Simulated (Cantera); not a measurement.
Input: 1 mol SiO2, 0.073 mol Si, 7.8 mol H2, 0.0084 mol C, at 570000 Pa.

Cantera equilibrium calculation (NASA polynomials, part measured and part estimated; ideal gas, pure solids and liquids). Candidate condensed phases: C, C6H6, C7H8, C8H18, H2O, Si, SiC, SiO2; 123 gas species. The tables hold silica as quartz up to 1696 K and as liquid above; real silica turns to tridymite and cristobalite and melts near 1996 K. Gases not in the tables: Si(OH)4. Rates play no part.

### Question
At 2298 K, list the 6 most abundant gas species with their mole fractions, and the condensed phases.

### Answer
H2 0.940, SiO 0.0369, H2O 0.0179, H 0.00389, CO 0.00103, OH 1.19e-5. Condensed: SiO2(l).
